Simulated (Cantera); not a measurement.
A freely propagating, adiabatic, planar premixed flame of H₂ : O₂ : N₂ = 1 : 0.581 : 2.19 (molar parts), equivalence ratio 0.86, unburnt at 575 K and 1.78 atm; mixture-averaged transport, grid criteria slope 0.08 and curve 0.16, no radiation.

Model: the H2/O2 subset of GRI-Mech 3.0, which has no nitrogen chemistry, integrated in Cantera. Burning velocities carry a grid error of a few per cent, more on coarse grids.

Task: What does this change do: H2 1 to 0.76 parts?

Result: 
```csv
quantity,before,after
laminar burning velocity,602 cm/s,407 cm/s
thermal thickness,0.211 mm,0.200 mm
peak x(O),0.0125,0.0103
peak x(H₂O₂),3.48e-5,3.94e-5
peak x(H),0.0371,0.0187
peak x(OH),0.0178,0.0128
```
Lean hydrogen flames are cellular in practice and burn faster than this planar one.

Task: What does this change do: inlet temperature 575 to 300 K?

Result: 
```tsv
quantity	before	after
laminar burning velocity	602 cm/s	175 cm/s
thermal thickness	0.211 mm	0.165 mm
peak x(O)	0.0125	0.00801
peak x(H₂O₂)	3.48e-5	0.000132
peak x(H)	0.0371	0.0217
peak x(OH)	0.0178	0.0131
```
